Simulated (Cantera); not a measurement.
A closed system holds: 1 mol Si, 0.035 mol CO₂, 5.2 mol H₂, 0.0037 mol H₂O, equilibrated at 16.0 Pa.

Equilibrium computed with Cantera from the NASA thermochemical tables; the gas is ideal and each condensed phase is pure. Candidate condensed phases: C, C₆H₆, C₇H₈, C₈H₁₈, H₂O, Si, SiC, SiO₂; 123 gas species. Mutual solubility and eutectic melting of coexisting phases are not modelled. The tables hold silica as quartz up to 1696 K and as liquid above; real silica turns to tridymite and cristobalite and melts near 1996 K. Gases not in the tables: Si₂H₆ and higher silanes. Kinetics and transport are ignored.

x: gas mole fraction; n: condensed amount in mol.

```tsv
T (K)	x H₂	x H	x Si	x SiO	x CO	n Si(s)	n SiC(s)	n SiO₂(β-quartz)	n Si(l)
975	1.000	9.04e-8	<1e-12	1.11e-6	1.68e-9	0.928	0.0350	0.0368	0
1050	1.000	…	…	…	…	0.928	0.0350	0.0368	0
1125	1.000	3.51e-6	4.38e-10	0.000334	1.50e-6	0.927	0.0350	0.0360	0
1200	0.997	1.56e-5	8.67e-9	0.00335	2.36e-5	0.920	0.0349	0.0280	0
1275	0.986	5.79e-5	1.20e-7	0.0138	0.000144	0.893	0.0342	0	0
1350	0.986	0.000187	1.25e-6	0.0138	0.000204	0.893	0.0339	0	0
1425	0.985	0.000535	1.01e-5	0.0137	0.000279	0.894	0.0335	0	0
1500	0.985	0.00138	6.58e-5	0.0136	0.000368	0.895	0.0331	0	0
1575	0.982	0.00326	0.000359	0.0135	0.000473	0.894	0.0325	0	0
1650	0.977	…	…	0.0133	…	0.888	0.0318	0	0
1725	0.965	0.0144	0.00634	0.0129	0.000828	0	0.0303	0	0.865
1800	0.939	0.0274	0.0198	0.0122	0.00128	0	0.0269	0	0.792
```

### Question
Some entries are withheld; supply them.

### Answer

- 1050, x H: 6.41e-7
- 1050, x Si: 1.44e-11
- 1050, x SiO: 2.37e-5
- 1050, x CO: 6.41e-8
- 1650, x H: 0.00710
- 1650, x Si: 0.00167
- 1650, x CO: 0.000592
